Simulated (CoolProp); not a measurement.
Aqueous lithium chloride as a coolant, 21 % by mass, freezing at -48.7 °C, 1 atm.

The numbers come from the Melinder's fits for secondary coolants in CoolProp.

```
T (°C)  cp (kJ/(kg K))  conductivity (W/(m K))  viscosity (mPa s)  density (kg/m³)
------  --------------  ----------------------  -----------------  ---------------
-1.2             3.093                   0.521               3.88             1127
2.7              3.117              (withheld)               3.44             1126
6.6              3.142                   0.532               3.08             1125
10.6             3.167                   0.537         (withheld)             1124
14.5        (withheld)                   0.543               2.51             1123
18.5             3.216                   0.548               2.28             1122
22.4             3.241                   0.554               2.09       (withheld)
26.4             3.266                   0.559         (withheld)             1120
30.3             3.290                   0.564               1.79             1118
34.3        (withheld)                   0.570               1.66             1117
```

Fill in the missing entries.


- 2.7, conductivity (W/(m K)): 0.527
- 10.6, viscosity (mPa s): 2.76
- 14.5, cp (kJ/(kg K)): 3.191
- 22.4, density (kg/m³): 1121
- 26.4, viscosity (mPa s): 1.93
- 34.3, cp (kJ/(kg K)): 3.315
